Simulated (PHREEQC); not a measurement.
Solution (25 °C): 2 mol KCl and 0.37 mol NaHCO3 per kg of water. Closed to the air; pH follows from the charge balance.

The numbers come from PHREEQC with the Pitzer model, pitzer.dat.

| quantity | before | after |
|---|---|---|
| ionic strength (mol/kgw) | 2.38 | 4.38 |
| HCO3- (mol/kgw) | 0.356 | 0.356 |
| CO2 (mol/kgw) | 0.00679 | 0.00679 |
| CO3-2 (mol/kgw) | 0.00679 | 0.00679 |
| SI of Nahcolite (NaHCO3) | -0.95 | -0.92 |
| SI of Natron (Na2CO3:10H2O) | -4.12 | -4.43 |

### Question
What was changed between the two runs?
A) KCl from 2 to 0.2 mol/kgw
B) NaHCO3 from 0.37 to 0.407 mol/kgw
C) KCl left out
D) temperature from 25 to 20 °C
E) KCl from 2 to 4 mol/kgw

### Answer
E, KCl from 2 to 4 mol/kgw

Precipitation was switched off in this run. In brines, pH and single-ion activities rest on the MacInnes convention.
